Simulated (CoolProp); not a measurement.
Values from CoolProp's reference Helmholtz-energy equation of state, Lemmon 2006. It is a short technical equation, of lower accuracy than the large ones.

Give the vapour pressure (MPa), liquid density (kg/m³), vapour density (kg/m³), liquid cp (kJ/(kg K)) of saturated CH3F (R41) at 224.5, 243.7, 248.5 K.


```csv
T (K),p (MPa),liquid density (kg/m³),vapour density (kg/m³),liquid cp (kJ/(kg K))
224.5,0.411,815,8.33,2.15
243.7,0.836,767,16.7,2.26
248.5,0.981,754,19.6,2.30
```
